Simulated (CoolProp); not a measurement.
Vapour-liquid equilibrium of R113 (1) + benzene (2) at 0.298 MPa; x and y are mole fractions of (1).

The numbers come from the multi-fluid Helmholtz-energy mixture model, Marx 1992 and Thol 2012; pair parameters Bell 2016 in CoolProp.

```json
[
 {"x": "0.05", "bubble temperature, mixture model (K)": "388.0", "bubble temperature, Raoult's law (K)": "390.3", "y, mixture model": "0.146", "y, Raoult's law": "0.108"},
 {"x": "0.2", "bubble temperature, mixture model (K)": "378.0", "bubble temperature, Raoult's law (K)": "383.3", "y, mixture model": "0.420", "y, Raoult's law": "0.369"},
 {"x": "0.35", "bubble temperature, mixture model (K)": "371.8", "bubble temperature, Raoult's law (K)": "377.1", "y, mixture model": "0.577", "y, Raoult's law": "0.563"},
 {"x": "0.5", "bubble temperature, mixture model (K)": "367.4", "bubble temperature, Raoult's law (K)": "371.8", "y, mixture model": "0.690", "y, Raoult's law": "0.709"},
 {"x": "0.65", "bubble temperature, mixture model (K)": "364.0", "bubble temperature, Raoult's law (K)": "367.0", "y, mixture model": "0.786", "y, Raoult's law": "0.822"},
 {"x": "0.8", "bubble temperature, mixture model (K)": "361.0", "bubble temperature, Raoult's law (K)": "362.7", "y, mixture model": "0.876", "y, Raoult's law": "0.910"},
 {"x": "0.95", "bubble temperature, mixture model (K)": "358.4", "bubble temperature, Raoult's law (K)": "358.8", "y, mixture model": "0.968", "y, Raoult's law": "0.980"}
]
```

The largest gap from Raoult's law is -5.3 K in bubble temperature, at x = 0.35. No azeotrope shows between x = 0.05 and 0.95.

Pair parameters are fitted to limited data, so mixtures are less certain than the pure fluids.
